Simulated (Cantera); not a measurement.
Charge: 1 mol FeS, 0.77 mol O2, 0.19 mol H2O, at 1.00 bar.

Method: chemical equilibrium by Gibbs-energy minimisation in Cantera with the NASA 1993 tables (ideal gas, pure condensed phases). Candidate condensed phases: Fe, FeO, Fe(OH)2, Fe(OH)3, FeS, FeSO4, FeS2, Fe2O3, Fe2(SO4)3, Fe3O4, H2O, H2SO4, S; 22 gas species. Metal and sulfide melt together well below either melting point, which pure phases cannot show. Mutual solubility and eutectic melting of coexisting phases are not modelled. The tables' stoichiometric FeO is somewhat more stable than real wüstite, so its field is too wide. FeO, FeS: taken at fixed stoichiometry. Equilibrium is a limit: real reactors are often held back by kinetics, nucleation or transport. All values below are at 1350 °C.

Base state: SO2 0.607, H2O 0.235, S2 0.120, H2 0.0126, H2S 0.00910, SO 0.00822, S2O 0.00772, SH 0.000985 (mole fractions); condensed: FeO(s) + FeS(l).

**Question.** What changes in the equilibrium state with this change: FeS replaced by CaO?

**Answer.** 
| species | before | after |
|---|---|---|
| O2 | 2.63e-8 | 0.802 |
| H2O | 0.235 | 0.198 |
| OH | 6.07e-6 | 0.000414 |
| SO2 | 0.607 | 0 |
| S2 | 0.120 | 0 |
| H2 | 0.0126 | 1.91e-6 |
| Fe(OH)2 | 1.08e-5 | 0 |
| H2S | 0.00910 | 0 |
| SO | 0.00822 | 0 |
| S2O | 0.00772 | 0 |
| SH | 0.000985 | 0 |
| FeO(s), mol | 0.649 | 0 |
| FeS(l), mol | 0.351 | 0 |
| CaO(s), mol | 0 | 1.000 |
Further candidate phases: Ca, CaO, Ca(OH)2.
